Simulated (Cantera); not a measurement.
Feed: 1 mol SiH4, 0.21 mol Cl2, 30 mol H2, equilibrated at 1175 °C and 66000 Pa.

Cantera equilibrium calculation (NASA polynomials, part measured and part estimated; ideal gas, pure solids and liquids). Candidate condensed phases: Si; 19 gas species. The tables' values for SiCl3 are old estimates; treat these amounts as uncertain. The numbers say what is thermodynamically allowed, not how fast it happens.

Q: What is the equilibrium state?

A: 
```json
{
  "x(H2)": "0.987",
  "x(HCl)": "0.0120",
  "x(SiCl2)": "0.000450",
  "x(SiCl3)": "1.55e-5",
  "x(SiH2Cl2)": "1.51e-5",
  "x(SiHCl3)": "1.39e-5",
  "x(H)": "1.13e-5",
  "x(SiH3Cl)": "4.78e-6",
  "x(SiCl4)": "1.97e-6",
  "n(Si(s))": "0.984 mol",
  "gas_amount": "32.21 mol"
}
```
